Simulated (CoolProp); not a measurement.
Model: reference Helmholtz-energy equation of state, Span 2000, in CoolProp.

Problem. For nitrogen, give the phase and the cv (kJ/(kg K)), speed of sound (m/s) at 927.8 K and 6170 kPa; 912.3 K and 16200 kPa; 241.6 K and 10.8 kPa.

Solution. 
- 927.8 K and 6170 kPa: supercritical; cv 0.857, speed of sound 624
- 912.3 K and 16200 kPa: supercritical; cv 0.857, speed of sound 644
- 241.6 K and 10.8 kPa: gas; cv 0.742, speed of sound 317
